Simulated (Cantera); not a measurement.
**Transport properties of process gases**

Gas mixture: 37.4 % H2, 62.6 % N2, at 500000 Pa, frozen composition.

Cantera's kinetic-theory transport with the Lennard-Jones parameters of GRI-Mech 3.0, ideal gas; thermal conductivity in the multicomponent form.

```
T (K)  ρ (kg/m³)  cp (J/kg/K)  μ (µPa s)  λ (mW/m/K)     Pr  D (cm²/s) CH4  D (cm²/s) H  D (cm²/s) H2O
-----  ---------  -----------  ---------  ----------  -----  -------------  -----------  -------------
400         2.75         1602       21.8        74.3  0.469          0.102        0.490          0.110
650         1.69         1638       30.4         105  0.474          0.235         1.13          0.269
900         1.22         1713       37.6         135  0.476          0.406         1.95          0.479
1150       0.956         1776       44.2         165  0.477          0.611         2.93          0.731
1400       0.786         1832       50.2         194  0.475          0.848         4.06           1.02
1650       0.666         1879       55.8         222  0.472           1.11         5.34           1.35
```
D: mixture-averaged diffusion coefficient of that species in the mixture.
